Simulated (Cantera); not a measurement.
A freely propagating, adiabatic, planar premixed flame of CH₄ : O₂ : N₂ : H₂ = 1 : 1.82 : 5.09 : 0.35 (molar parts), equivalence ratio 1.2, unburnt at 675 K and 0.602 atm; mixture-averaged transport, grid criteria slope 0.08 and curve 0.16, no radiation.

Computed with Cantera and GRI-Mech 3.0 (53 species, 325 reactions). Burning velocities carry a grid error of a few per cent, more on coarse grids.

x: mole fraction of selected species; z is measured from the peak of heat release.

```tsv
z (mm)	T (K)	u (m/s)	x CH₄	x O₂	x C₂H₆	x H₂O₂	x HO₂	x H₂O
-1.06	675	2.94	0.121	0.220	<1e-8	<1e-8	2.51e-7	6.80e-6
-0.703	676	2.95	0.121	0.220	3.41e-7	7.13e-8	5.35e-6	0.000120
-0.528	681	2.98	0.120	0.219	4.10e-6	4.82e-7	2.85e-5	0.000733
-0.352	730	3.21	0.117	0.216	9.01e-5	2.66e-6	0.000102	0.00647
-0.176	1129	5.06	0.0873	0.184	0.00136	6.39e-6	0.000140	0.0517
-0.0879	1572	7.16	0.0487	0.135	0.00115	4.96e-6	0.000232	0.105
0	1981	9.17	0.0140	0.0779	0.000116	2.43e-6	0.000136	0.160
0.0879	2184	10.2	0.00192	0.0400	1.69e-6	5.96e-7	2.59e-5	0.192
0.176	2240	10.4	0.000159	0.0229	1.10e-8	1.81e-7	5.39e-6	0.203
0.352	2268	10.5	(withheld)	(withheld)	<1e-8	(withheld)	(withheld)	0.207
0.703	2297	10.6	<1e-8	(withheld)	<1e-8	(withheld)	(withheld)	0.206
1.41	2337	10.8	<1e-8	0.0103	<1e-8	1.12e-7	2.11e-6	0.209
2.81	2395	11.0	<1e-8	0.00877	<1e-8	1.03e-7	1.85e-6	0.214
```

Task: Complete the blanks.

Result: 
- 0.352, x CH₄: 7.77e-7
- 0.352, x O₂: 0.0138
- 0.352, x H₂O₂: 1.33e-7
- 0.352, x HO₂: 2.72e-6
- 0.703, x O₂: 0.0115
- 0.703, x H₂O₂: 1.22e-7
- 0.703, x HO₂: 2.34e-6
